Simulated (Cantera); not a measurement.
## TiCl4 + H2O (titanium nitride, carbide and oxide coatings)

A closed system holds: 1 mol TiCl4, 16 mol H2O, held at 1330 Pa.

Cantera equilibrium calculation (NASA polynomials, part measured and part estimated; ideal gas, pure solids and liquids). Candidate condensed phases: H2O, Ti, TiCl2, TiCl3, TiCl4, TiO, TiO2, Ti2O3, Ti3O5, Ti4O7; 23 gas species. Condensed phases not in the tables: TiOCl. Gases not in the tables: TiO(OH)2. Rates play no part.

```csv
T (K),x H2O,x HCl,x H2,x Cl,x O2,x OH,x H,n TiO2(rutile)
1098,0.778,0.222,9.66e-6,1.37e-5,7.64e-7,2.36e-7,6.66e-10,1.00
1198,0.778,0.222,3.78e-5,5.16e-5,4.73e-6,1.65e-6,1.01e-8,1.00
1298,0.778,0.222,0.000125,0.000156,2.04e-5,8.36e-6,1.04e-7,1.00
1398,0.777,0.222,0.000355,0.000397,6.89e-5,3.33e-5,7.73e-7,1.00
1498,0.777,0.221,0.000890,0.000890,0.000194,0.000110,4.44e-6,1.00
1598,0.775,0.220,0.00200,0.00180,0.000474,0.000311,2.06e-5,1.00
1698,0.772,0.218,0.00409,0.00332,0.00103,0.000777,8.01e-5,1.000
1798,0.767,0.215,0.00775,0.00571,0.00205,0.00175,0.000268,1.000
1898,0.758,0.211,0.0137,0.00920,0.00377,0.00359,0.000792,1.000
```
x: gas mole fraction; n: condensed amount in mol.

From 1098 K to 1898 K the condensed part is TiO2(rutile).
